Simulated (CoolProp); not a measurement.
Saturation properties of CHF3 (R23).

Computed with CoolProp (reference Helmholtz-energy equation of state, Penoncello 2003).

```csv
T (°C),p (kPa),liquid density (kg/m³),vapour density (kg/m³),liquid cp (kJ/(kg K)),liquid conductivity (mW/(m K))
-60.05,311.2,1358,13.47,1.289,118
-57.35,350.9,1347,15.12,1.298,116
-54.55,396.1,1335,16.99,1.308,114
-51.75,445.7,1323,19.05,1.318,112
-49.05,497.8,1311,21.21,1.329,110
-46.25,556.5,1299,23.66,1.341,108
-43.45,620.4,1286,26.34,1.353,107
-40.75,687.1,1273,29.15,1.367,105
-37.95,761.8,1260,32.32,1.382,103
-35.15,842.5,1246,35.78,1.398,101
-32.45,926.2,1233,39.40,1.415,99.6
-29.65,1019,1219,43.48,1.434,97.8
-26.85,1120,1204,47.93,1.456,96.1
-24.15,1223,1190,52.59,1.478,94.4
-21.35,1337,1174,57.85,1.503,92.6
```

It boils at -82.0 °C under 1 atm.

Thermal conductivity comes from a separate model (Shan 2000).
